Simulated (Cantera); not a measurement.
Input: 1 mol Si₃N₄, 2.1 mol Cl₂, 18 mol N₂, 3.2 mol NF₃, equilibrated at 777 °C and 21.0 mbar.

Cantera equilibrium calculation (NASA polynomials, part measured and part estimated; ideal gas, pure solids and liquids). Candidate condensed phases: Si, Si₃N₄; 24 gas species. Kinetics and transport are ignored.

Task: What is the equilibrium state?

Result: 
```json
{
  "x(N₂)": "0.847",
  "x(SiF₄)": "0.0941",
  "x(Cl₂)": "0.0348",
  "x(SiCl₄)": "0.0235",
  "x(Cl)": "0.00102",
  "gas_amount": "25.51 mol",
  "log10 activity of Si(s) (absent)": "-23.12"
}
```
